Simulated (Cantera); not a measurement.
**Low-pressure radical oxidation in H2/O2**

An isothermal, constant-pressure homogeneous reactor starts with H2 : O2 = 0.38 : 1 (molar parts), at 1473 K and 0.0263 atm.

Model: GRI-Mech 3.0 (53 species, 325 reactions), integrated in Cantera. Radical loss at walls, strong at low pressure, is not modelled. The temperature is held fixed by assumption; the heat of reaction is taken as removed at once.

```csv
t (s),x H2,x O2,x H2O,x H,x HO2
0.000500,0.0179,0.564,0.206,0.0835,1.06e-5
0.00107,0.0168,0.575,0.217,0.0725,1.10e-5
0.00229,0.0143,0.596,0.238,0.0526,1.17e-5
0.00491,0.00945,0.629,0.271,0.0255,1.21e-5
0.0105,0.00379,0.660,0.300,0.00595,9.89e-6
0.0226,0.000929,0.674,0.313,0.000700,4.86e-6
0.0483,0.000205,0.679,0.317,7.20e-5,1.61e-6
0.103,5.25e-5,0.680,0.318,9.37e-6,5.56e-7
0.222,1.63e-5,0.680,0.319,1.62e-6,2.84e-7
0.475,6.26e-6,0.680,0.319,3.89e-7,2.47e-7
1.02,3.55e-6,0.680,0.319,1.67e-7,2.70e-7
2.18,3.13e-6,0.681,0.319,1.39e-7,2.78e-7
4.67,3.12e-6,0.681,0.319,1.38e-7,2.78e-7
10.0,3.12e-6,0.681,0.319,1.38e-7,2.78e-7
```
x: mole fraction; the columns are a selection and need not sum to one.

Equilibrium at this temperature and pressure: H2 3.12e-6, O2 0.681, H2O 0.319, H 1.38e-7, HO2 2.78e-7 (gas phase only).
